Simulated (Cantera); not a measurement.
**Ignition delay**

Mixture: CH4 : H2 : O2 : N2 = 1 : 0.13 : 1.09 : 4.09 (molar parts), equivalence ratio 1.9, at 1.80 bar, adiabatic and at constant volume. Ignition delay is the time to a rise of 400 K.

Model: GRI-Mech 3.0 (53 species, 325 reactions), integrated in Cantera. Below about 1000 K GRI-Mech 3.0 lacks low-temperature oxidation paths. Below about 950 K walls govern HO2 and H2O2 in real vessels.

```json
[
 {"T0 (K)": "925", "delay (ms)": "205"},
 {"T0 (K)": "975", "delay (ms)": "97.5"},
 {"T0 (K)": "1025", "delay (ms)": "57.5"},
 {"T0 (K)": "1075", "delay (ms)": "35.6"},
 {"T0 (K)": "1125", "delay (ms)": "21.8"},
 {"T0 (K)": "1175", "delay (ms)": "13.2"},
 {"T0 (K)": "1225", "delay (ms)": "7.91"},
 {"T0 (K)": "1275", "delay (ms)": "4.72"},
 {"T0 (K)": "1325", "delay (ms)": "2.82"},
 {"T0 (K)": "1375", "delay (ms)": "1.70"}
]
```

```
Property                                                 Value
--------------------------------------------------  ----------
apparent activation energy between 1275 and 1375 K  150 kJ/mol
```
